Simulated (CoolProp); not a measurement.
Vapour-liquid equilibrium of propane (1) + isopentane (2) at 230 K; x and y are mole fractions of (1).

Values from CoolProp's multi-fluid Helmholtz-energy mixture model, Lemmon 2009 and Lemmon 2006; pair parameters Kunz 2012.

```
x     bubble pressure, mixture model (bar)  bubble pressure, Raoult's law (bar)  y, mixture model  y, Raoult's law
----  ------------------------------------  -----------------------------------  ----------------  ---------------
0.05                                0.1039                              0.08181             0.676            0.591
0.2                                 0.2719                               0.2217             0.892            0.873
0.35                                0.4097                               0.3616             0.939            0.937
0.5                                 0.5363                               0.5015             0.962            0.965
0.65                                0.6608                               0.6414             0.977            0.981
0.8                                 0.7878                               0.7812             0.988            0.991
0.95                                0.9210                               0.9211             0.997            0.998
```

The largest gap from Raoult's law is +27.0 % in bubble pressure, at x = 0.05. No azeotrope shows between x = 0.05 and 0.95.

Pair parameters are fitted to limited data, so mixtures are less certain than the pure fluids.
